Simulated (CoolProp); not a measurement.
Model: reference Helmholtz-energy equation of state, Polt 1992, in CoolProp. This equation is an older, rougher fit; its heat capacities, sound speeds and derivatives of the liquid may be far off and weren't checked against measurements.

Question: Give the vapour pressure (bar), liquid density (kg/m³), enthalpy of vaporisation (kJ/kg), vapour Z of saturated propyne at 41.25, 88.45 °C.

Answer: 
```
T (°C)  p (bar)  liquid density (kg/m³)  enthalpy of vaporisation (kJ/kg)  vapour Z
------  -------  ----------------------  --------------------------------  --------
41.25      9.09                     584                               442     0.851
88.45      26.7                     491                               331     0.680
```
